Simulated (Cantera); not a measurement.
Cantera run:

```python
import numpy as np
import cantera as ct

gas_names = """
    C CN CO CO2 C2 CCN CNC C2N2 C2O C3 C3O2 C4 C4N2 C5 N NCO NO NO2 NO3 N2 N2O O O2 O3 Si SiC SiC2 SiN
    SiO SiO2 Si2 Si2C Si2N Si3
""".split()
cond_names = """
    C(gr) Si(cr) Si(L) SiC(b) SiO2(Lqz) SiO2(hqz) SiO2(L) Si2N2O(s) Si3N4(a)
""".split()


def load(file, names, dense=False):
    # The tables refer to 1 bar. Condensed volumes are neglected.
    table = {s.name: s for s in ct.Species.list_from_file(file)}
    out = []
    for n in names:
        d = dict(table[n].input_data)
        d["thermo"] = dict(d["thermo"], **{"reference-pressure": 1e5})
        if dense:
            d["equation-of-state"] = {"model": "constant-volume", "density": "1e6 g/cm^3"}
        out.append(ct.Species.from_dict(d))
    return out


gas = ct.Solution(thermo="ideal-gas", species=load("nasa_gas.yaml", gas_names))
cond = {s.name: ct.Solution(thermo="fixed-stoichiometry", species=[s], name=s.name)
        for s in load("nasa_condensed.yaml", cond_names, dense=True)}
atoms = {
    'SiC': {'Si': 1, 'C': 1},
    'O2': {'O': 2},
    'N2': {'N': 2},
    'N2O': {'N': 2, 'O': 1},
}
top_T = {'C(gr)': 4500, 'SiC(b)': 3050, 'Si2N2O(s)': 2100, 'Si3N4(a)': 2400}  # K; cautious upper limits of use, not melting points


def equilibrate(T, P, feed):
    n = {}
    for name, mol in feed.items():
        for a, k in atoms[name].items():
            n[a] = n.get(a, 0.0) + k * mol
    gas.TPX = T, P, n
    mass = sum(n.values()) * gas.mean_molecular_weight
    gas.equilibrate("TP")
    valid = [c for c in cond.values() if c.min_temp <= T <= top_T.get(c.name, c.max_temp)]
    mix = ct.Mixture([(gas, mass / gas.mean_molecular_weight)] + [(c, 0.0) for c in valid])
    mix.T, mix.P = T, P
    mix.equilibrate("TP", solver="vcs", rtol=1e-11, max_steps=5000)
    return mix


results = []
feed = {'SiC': 1, 'O2': 0.013, 'N2': 80, 'N2O': 0.79}  # mol
T = 1923  # K
P = 0.47  # Pa
mix = equilibrate(T, P, feed)
results.append((T, P, feed, dict(zip(mix.species_names, mix.species_moles))))
print(gas.report(threshold=0.0001))
for i in range(1, mix.n_phases):
    print(f"{mix.phase(i).name:16s} {mix.phase_moles(i):12.5e} mol")
```

It prints:

```
       temperature   1923 K
          pressure   0.47 Pa
           density   8.2377e-07 kg/m^3
  mean mol. weight   28.024 kg/kmol
   phase of matter   gas

                          1 kg             1 kmol
                     ---------------   ---------------
          enthalpy        2.0542e+06        5.7567e+07  J
   internal energy        1.4837e+06        4.1578e+07  J
           entropy             12606        3.5326e+05  J/K
    Gibbs function       -2.2186e+07       -6.2174e+08  J
 heat capacity c_p            1274.2             35708  J/K
 heat capacity c_v             977.5             27393  J/K

                      mass frac. Y      mole frac. X     chem. pot. / RT
                     ---------------   ---------------   ---------------
                CO         0.0098672          0.009872           -51.369
                N2           0.97761           0.97795           -39.099
                Si          0.011746           0.01172            -11.39
              SiC2        0.00062039        0.00033365           -16.754
     [  +30 minor]        0.00015397        0.00012622

C(gr)             1.19938e-01 mol
Si(L)             0.00000e+00 mol
SiC(b)            0.00000e+00 mol
SiO2(L)           0.00000e+00 mol
Si2N2O(s)         0.00000e+00 mol
Si3N4(a)          0.00000e+00 mol
```

These are equilibrium values from Cantera (NASA tables, ideal gas, pure condensed phases), not measurements of a reactor.
